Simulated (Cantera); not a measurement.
An isothermal, constant-pressure homogeneous reactor starts with CO : O₂ : H₂O : N₂ = 0.0058 : 0.081 : 0.0012 : 1 (molar parts), at 1475 K and 3380 Torr.

Computed with Cantera and GRI-Mech 3.0 (53 species, 325 reactions).

x: mole fraction; the columns are a selection and need not sum to one.

```csv
t (s),x CO,x O₂,x H₂O,x H,x H₂O₂,x CO₂,x OH
5.00e-5,0.00533,0.0744,0.00110,9.37e-10,1.10e-12,?,2.54e-8
0.000162,0.00533,0.0744,0.00110,1.31e-8,2.90e-11,?,3.45e-7
0.000522,0.00505,0.0742,0.00108,2.26e-6,1.82e-8,?,3.70e-5
0.00169,0.00188,0.0727,0.00107,2.42e-6,2.57e-8,?,5.36e-5
0.00545,0.000297,0.0721,0.00109,2.12e-7,6.06e-9,0.00505,2.57e-5
0.0176,2.36e-5,0.0720,0.00110,1.04e-8,9.94e-10,0.00532,1.04e-5
0.0568,9.31e-7,0.0720,0.00110,6.68e-10,1.83e-10,0.00534,4.43e-6
0.184,3.37e-8,0.0720,0.00110,3.16e-10,1.13e-10,0.00535,3.47e-6
0.593,3.16e-8,0.0720,0.00110,3.16e-10,1.13e-10,0.00535,3.47e-6
1.92,3.16e-8,0.0720,0.00110,3.16e-10,1.13e-10,0.00535,3.47e-6
6.19,3.16e-8,0.0720,0.00110,3.16e-10,1.13e-10,0.00535,3.47e-6
20.0,3.16e-8,0.0720,0.00110,3.16e-10,1.13e-10,0.00535,3.47e-6
```

Task: What belongs in the gaps?

Result: 
- 5.00e-5, x CO₂: 1.87e-7
- 0.000162, x CO₂: 1.72e-6
- 0.000522, x CO₂: 0.000282
- 0.00169, x CO₂: 0.00346
